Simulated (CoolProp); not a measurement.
R236FA at 322.21 K and 0.383 MPa flows at 0.091 m/s in a round tube of 50 mm bore and 1.5 µm roughness, fully developed (64/Re and Nu = 3.66 if laminar; Colebrook and Gnielinski if turbulent). Each further row changes one setting.

Values from CoolProp's reference Helmholtz-energy equation of state, Pan 2012.

```json
[
 {"case": "as stated", "Reynolds number": "9320", "Darcy friction factor": "?", "pressure drop (Pa/m)": "?", "heat-transfer coefficient (W/(m² K))": "?", "mass flow (kg/h)": "?"},
 {"case": "velocity 0.182 m/s", "Reynolds number": "18600", "Darcy friction factor": "0.0264", "pressure drop (Pa/m)": "?", "heat-transfer coefficient (W/(m² K))": "14.6", "mass flow (kg/h)": "31.0"},
 {"case": "diameter 100 mm", "Reynolds number": "18600", "Darcy friction factor": "0.0264", "pressure drop (Pa/m)": "0.0263", "heat-transfer coefficient (W/(m² K))": "?", "mass flow (kg/h)": "62.1"}
]
```

Task: What belongs in the gaps?

Result: 
- as stated, Darcy friction factor: 0.0315
- as stated, pressure drop (Pa/m): 0.0629
- as stated, heat-transfer coefficient (W/(m² K)): 8.35
- as stated, mass flow (kg/h): 15.5
- velocity 0.182 m/s, pressure drop (Pa/m): 0.211
- diameter 100 mm, heat-transfer coefficient (W/(m² K)): 7.30

Viscosity comes from a separate model (Huber 2003), an estimate that may be off by 10 % or more. Thermal conductivity comes from a separate model (Huber 2003), an estimate that may be off by 10 % or more.
